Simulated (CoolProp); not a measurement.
C2F6 (R116) at 298.15 K and 3.05 MPa flows at 0.053 m/s in a round tube of 1 mm bore and 1.5 µm roughness, fully developed (64/Re and Nu = 3.66 if laminar; Colebrook and Gnielinski if turbulent). Each further row changes one setting.

Computed with CoolProp (reference Helmholtz-energy equation of state, Lemmon 2006). It is a short technical equation, of lower accuracy than the large ones.

```
case                Reynolds number  Darcy friction factor  pressure drop (Pa/m)  heat-transfer coefficient (W/(m² K))  mass flow (kg/h)
------------------  ---------------  ---------------------  --------------------  ------------------------------------  ----------------
as stated                       861                 0.0743                  34.2                                  86.7            0.0491
velocity 0.106 m/s             1720                 0.0372                  68.5                                  86.7            0.0983
diameter 2 mm                  1720                 0.0372                  8.56                                  43.4             0.197
```

Viscosity comes from a separate model (Huber 2003), an estimate that may be off by 10 % or more. Thermal conductivity comes from a separate model (Huber 2003), an estimate that may be off by 10 % or more.
